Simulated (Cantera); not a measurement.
A perfectly stirred reactor is fed with 9.26 % C2H4, 90.7 % H2, at 1.01 bar; it is held at 1450 K, and followed from long to short residence time.

Model: GRI-Mech 3.0 (53 species, 325 reactions), integrated in Cantera. GRI-Mech 3.0 was tuned for natural gas; its chemistry of ethylene as a main component is partial and can be far from experiment. GRI-Mech 3.0 stops at C3 and has no aromatics, soot or wall deposition, so with more carbon than oxygen in the feed, carbon stays in small species such as C2H2 where larger ones or solid carbon would form.

x: mole fraction; the columns are a selection and need not sum to one.

| τ (s) | x C2H4 | x H2 | x C2H2 | x H | x CH4 | x CH3 | x C2H6 |
|---|---|---|---|---|---|---|---|
| 23 | 0.00772 | 0.832 | 0.0193 | 9.02e-6 | 0.140 | 3.06e-5 | 7.82e-5 |
| 10 | 0.00873 | 0.837 | 0.0216 | 9.51e-6 | 0.133 | 3.03e-5 | 8.42e-5 |
| 4.3 | 0.0106 | 0.845 | 0.0257 | 1.05e-5 | 0.119 | 2.98e-5 | 9.60e-5 |
| 1.8 | 0.0133 | 0.856 | 0.0315 | 1.24e-5 | 0.0985 | 2.88e-5 | 0.000116 |
| 0.79 | 0.0166 | 0.869 | 0.0375 | 1.53e-5 | 0.0769 | 2.74e-5 | 0.000143 |
| 0.34 | 0.0201 | 0.881 | 0.0428 | 1.94e-5 | 0.0562 | … | 0.000176 |
| 0.15 | 0.0239 | 0.890 | 0.0462 | 2.43e-5 | 0.0398 | … | 0.000212 |
| 0.063 | 0.0288 | 0.897 | 0.0471 | 3.00e-5 | 0.0267 | … | 0.000258 |
| 0.027 | 0.0356 | 0.902 | 0.0445 | 3.54e-5 | 0.0178 | … | 0.000320 |
| 0.011 | 0.0463 | 0.905 | 0.0373 | 4.00e-5 | 0.0112 | … | 0.000412 |
| 0.0049 | 0.0592 | 0.906 | 0.0273 | 4.22e-5 | 0.00677 | … | 0.000506 |

**Question.** Fill in the missing entries.

**Answer.** 
- 0.34, x CH3: 2.51e-5
- 0.15, x CH3: 2.21e-5
- 0.063, x CH3: 1.85e-5
- 0.027, x CH3: 1.48e-5
- 0.011, x CH3: 1.12e-5
- 0.0049, x CH3: 8.08e-6
